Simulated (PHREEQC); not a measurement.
A column of 0.1 m (30 cells, dispersivity 0.005 m, 720 s a shift, diffusion coefficient 3e-10 m²/s) holds 0.044 eq of the database's cation exchanger X per kg of pore water, first in equilibrium with 0.0038 mol/kgw CaCl2, 0.0026 mol/kgw SrCl2, 0.03 mol/kgw KCl and 1e-05 mol/kgw HCl. It is flushed with 0.0046 mol CaCl2, 0.0059 mol KBr, 0.033 mol SrCl2 and 1e-05 mol HCl per kg of water, at 25 °C. Values are for the last cell. CO2 from the air is kept out. Nothing may precipitate in this run.

Model: ion-association model, phreeqc.dat, run in PHREEQC.

Question: Predict Sr in solution (mol/kgw), K in solution (mol/kgw), Ca in solution (mol/kgw) at pore volumes = 1.75, 2.683, 2.95, 3.35, 3.617.

Answer: 
```
pore volumes  Sr in solution (mol/kgw)  K in solution (mol/kgw)  Ca in solution (mol/kgw)
------------  ------------------------  -----------------------  ------------------------
1.75                            0.0264                   0.0145                   0.00641
2.683                           0.0325                  0.00651                   0.00476
2.95                            0.0328                  0.00617                   0.00468
3.35                            0.0329                  0.00598                   0.00462
3.617                           0.0330                  0.00593                   0.00461
```
